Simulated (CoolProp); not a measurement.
A single-stage vapour-compression cycle with fluoroethane (R161): evaporating at 238.15 K (dew point), condensing at 296.15 K (bubble point), superheat 8 K, subcooling 5 K, compressor efficiency 0.8, no pressure losses. Each further row changes one setting.

Model: reference Helmholtz-energy equation of state, Wu 2012, in CoolProp.

```tsv
case	cooling COP	pressure ratio	discharge temperature (K)	refrigerating effect (kJ/kg)	volumetric capacity (kJ/m³)
as stated	2.66	7.69	352.6	320	884
evaporating temperature 243.15 K	3.03	6.18	346.9	324	1100
condensing temperature 291.15 K	2.98	6.68	345.0	331	915
subcooling 10 K	2.75	7.69	352.6	331	915
superheat 18 K	2.64	7.69	363.3	331	876
compressor efficiency 0.7	2.33	7.69	363.8	320	884
```
